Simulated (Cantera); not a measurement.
An adiabatic, constant-volume homogeneous reactor starts with H2 : O2 : N2 = 1 : 0.521 : 1.96 (molar parts), at 1650 K and 3980 Torr. Integrator tolerance rtol = 1e-08.

Model: the H2/O2 subset of GRI-Mech 3.0, which has no nitrogen chemistry, integrated in Cantera. The hydrogen kinetics of GRI-Mech 3.0 are dated; newer H2 mechanisms differ, most at raised pressure. Above 3000 K some thermodynamic fits are extrapolated.

**Question.** What does this change do: initial temperature 1650 to 1800 K?

**Answer.** 
```json
[
 {"quantity": "time of steepest temperature rise", "before": "1.61 µs", "after": "1.12 µs"},
 {"quantity": "temperature at 1.00 s", "before": "3210 K", "after": "3245 K"},
 {"quantity": "equilibrium temperature", "before": "3210 K", "after": "3245 K"},
 {"quantity": "x(H2) at 1.00 s", "before": "0.0477 (gas-phase equilibrium 0.0477)", "after": "0.0514 (gas-phase equilibrium 0.0514)"},
 {"quantity": "x(O2) at 1.00 s", "before": "0.0204 (gas-phase equilibrium 0.0204)", "after": "0.0214 (gas-phase equilibrium 0.0214)"},
 {"quantity": "x(H2O2) at 1.00 s", "before": "2.43e-6 (gas-phase equilibrium 2.43e-6)", "after": "2.42e-6 (gas-phase equilibrium 2.42e-6)"},
 {"quantity": "x(H2O) at 1.00 s", "before": "0.239 (gas-phase equilibrium 0.239)", "after": "0.230 (gas-phase equilibrium 0.230)"},
 {"quantity": "x(H) at 1.00 s", "before": "0.0208 (gas-phase equilibrium 0.0208)", "after": "0.0245 (gas-phase equilibrium 0.0245)"}
]
```

**Question.** What does this change do: initial temperature 1650 to 1725 K?

**Answer.** 
```json
[
 {"quantity": "time of steepest temperature rise", "before": "1.61 µs", "after": "1.33 µs"},
 {"quantity": "temperature at 1.00 s", "before": "3210 K", "after": "3227 K"},
 {"quantity": "equilibrium temperature", "before": "3210 K", "after": "3227 K"},
 {"quantity": "x(H2) at 1.00 s", "before": "0.0477 (gas-phase equilibrium 0.0477)", "after": "0.0496 (gas-phase equilibrium 0.0496)"},
 {"quantity": "x(O2) at 1.00 s", "before": "0.0204 (gas-phase equilibrium 0.0204)", "after": "0.0210 (gas-phase equilibrium 0.0210)"},
 {"quantity": "x(H2O2) at 1.00 s", "before": "2.43e-6 (gas-phase equilibrium 2.43e-6)", "after": "2.43e-6 (gas-phase equilibrium 2.43e-6)"},
 {"quantity": "x(H2O) at 1.00 s", "before": "0.239 (gas-phase equilibrium 0.239)", "after": "0.234 (gas-phase equilibrium 0.234)"},
 {"quantity": "x(H) at 1.00 s", "before": "0.0208 (gas-phase equilibrium 0.0208)", "after": "0.0226 (gas-phase equilibrium 0.0226)"}
]
```
